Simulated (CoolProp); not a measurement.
CH3F (R41) at 293.15 K and 4.99 MPa is throttled through a valve to 1.66 MPa with no heat exchange. Each further row changes one setting.

The numbers come from the reference Helmholtz-energy equation of state, Lemmon 2006 in CoolProp. It is a short technical equation, of lower accuracy than the large ones.

```csv
case,temperature change (K),final phase,final density (kg/m³)
as stated,-27.4,"two-phase, vapour fraction 0.200",?
outlet pressure 0.498 MPa,-63.8,?,?
outlet pressure 2.16 MPa,-17.9,"two-phase, vapour fraction 0.143",?
```

Q: Complete the blanks.

A: 
- as stated, final density (kg/m³): 142
- outlet pressure 0.498 MPa, final phase: two-phase, vapour fraction 0.357
- outlet pressure 0.498 MPa, final density (kg/m³): 27.5
- outlet pressure 2.16 MPa, final density (kg/m³): 227
